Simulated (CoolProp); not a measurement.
Model: reference Helmholtz-energy equation of state, Lemmon 2006, in CoolProp. It is a short technical equation, of lower accuracy than the large ones.

**Question.** For CH3F (R41), give the phase and the cv (kJ/(kg K)) at 328.6 K and 476 kPa; 383.7 K and 476 kPa; 425 K and 476 kPa.

**Answer.** 
- 328.6 K and 476 kPa: gas; cv 0.930
- 383.7 K and 476 kPa: gas; cv 1.03
- 425 K and 476 kPa: gas; cv 1.11
